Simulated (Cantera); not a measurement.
Charge: 1 mol CH4, 0.28 mol H2O, equilibrated at 100 Torr.

Cantera equilibrium calculation (NASA polynomials, part measured and part estimated; ideal gas, pure solids and liquids). Candidate condensed phases: C, C6H6, C7H8, C8H18, H2O; 110 gas species. The numbers say what is thermodynamically allowed, not how fast it happens.

Task: At 2673 K, list the 4 most abundant gas species with their mole fractions, and the condensed phases.

Result: H2 0.758, H 0.122, CO 0.103, C2H2 (acetylene) 0.0162. Condensed: C(graphite).
